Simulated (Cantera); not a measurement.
A perfectly stirred reactor is fed with 5.61 % CO, 1.29 % H2, 2.92 % CH4, 19.0 % O2, 71.2 % N2, equivalence ratio 0.49, at 17.0 bar; it is adiabatic with a 650 K inlet, and is followed from long to short residence time, starting on the burning branch (τ in s: 0.14, 0.056, 0.022, 0.0087, 0.0035, 0.0014, 0.00054, 0.00021, 8.5e-05, 3.3e-05, 1.3e-05).

Computed with Cantera and GRI-Mech 3.0 (53 species, 325 reactions). The pressure lies above the range GRI-Mech 3.0 was tuned for (to about 10 atm).

x: mole fraction; the columns are a selection and need not sum to one.

```tsv
τ (s)	T (K)	x CO	x H2	x CH4	x NO	x N2O	x CH3
0.14	1849	6.16e-5	6.22e-6	8.91e-7	7.35e-5	8.15e-7	1.73e-7
0.056	1849	0.000114	8.20e-6	2.08e-6	3.54e-5	9.18e-7	4.08e-7
0.022	1847	0.000232	1.27e-5	4.66e-6	1.96e-5	1.15e-6	9.29e-7
0.0087	1845	0.000471	2.18e-5	9.72e-6	1.32e-5	1.59e-6	1.97e-6
0.0035	1841	0.000933	3.94e-5	1.91e-5	1.06e-5	2.31e-6	3.88e-6
0.0014	1833	0.00184	7.35e-5	3.72e-5	9.27e-6	3.31e-6	7.38e-6
0.00054	1816	0.00379	0.000144	7.59e-5	7.68e-6	4.28e-6	1.41e-5
0.00021	1780	___	___	___	___	4.46e-6	___
8.5e-5	650	0.0561	0.0129	0.0292	<1e-12	<1e-12	<1e-12
3.3e-5	650	0.0561	0.0129	0.0292	<1e-12	<1e-12	<1e-12
1.3e-5	650	0.0561	0.0129	0.0292	<1e-12	<1e-12	<1e-12
```

Problem. Some entries are withheld; supply them.

Solution. 
- 0.00021, x CO: 0.00823
- 0.00021, x H2: 0.000298
- 0.00021, x CH4: 0.000171
- 0.00021, x NO: 5.01e-6
- 0.00021, x CH3: 2.77e-5
